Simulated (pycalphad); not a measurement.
CALPHAD calculation (pycalphad, COST 507 light-alloy database (1999)), 1 atm. The data set is of 1999 and partly superseded. Amounts are mole fractions of atoms.

Question: Give the equilibrium state of Al-14.41Si-10.32Mn (at.%) at 730 K.

Answer: 
```
T = 730.00 K, P = 101325 Pa, N = 1 mol of atoms
G = -36084 J/mol, H = -1826 J/mol, S = 46.93 J/(mol K)  (SER reference)
chemical potentials (J/mol): Al -26450, Si -18646, Mn -130697
phase             fraction      x(Al)      x(Si)      x(Mn)
ALMNSI_ALPHA        0.5933     0.7006     0.1255     0.1739
FCC_A1              0.3387     0.9950     0.0049   5.18e-05
DIAMOND_A4          0.0680   6.48e-08     1.0000       none
```

Question: Give the equilibrium state of Al-14.41Si-10.32Mn (at.%) at 1050 K.

Answer: 
```
T = 1050.00 K, P = 101325 Pa, N = 1 mol of atoms
G = -54936 J/mol, H = 22424 J/mol, S = 73.68 J/(mol K)  (SER reference)
chemical potentials (J/mol): Al -48114, Si -43329, Mn -120900
phase             fraction      x(Al)      x(Si)      x(Mn)
LIQUID              0.6945     0.8113     0.1416     0.0471
ALMNSI_BETA         0.3055     0.6195     0.1497     0.2308
```

Database names, with the compositions (at.%) that they take in these runs: ALMNSI_BETA: Al 62 Mn 23 Si 14; ALMNSI_ALPHA: Al 70 Mn 17 Si 12. FCC_A1 is fcc; DIAMOND_A4 is diamond (Si). An entry "none" or "no" means that the model of the phase leaves that element out.
